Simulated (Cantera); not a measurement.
An adiabatic, constant-volume homogeneous reactor starts with H2 : O2 : N2 : NO = 1 : 1.28 : 4.82 : 0.019 (molar parts), at 1450 K and 500000 Pa.

Computed with Cantera and GRI-Mech 3.0 (53 species, 325 reactions). The hydrogen kinetics of GRI-Mech 3.0 are dated; newer H2 mechanisms differ, most at raised pressure.

One state of this run: T (K) = 2547; P (bar) = 8.20; x H2 = 0.00115; x O2 = 0.107; x NO = 0.0171; x O = 0.00209; x N2 = 0.718; x H2O = 0.144; x H2O2 = 1.05e-6. x: mole fraction; the columns are a selection and need not sum to one.

**Question.** Which value of t (s) does it belong to?
A) 1.34e-5
B) 0.700
C) 9.67e-5
D) 5.00e-6

**Answer.** B, 0.700
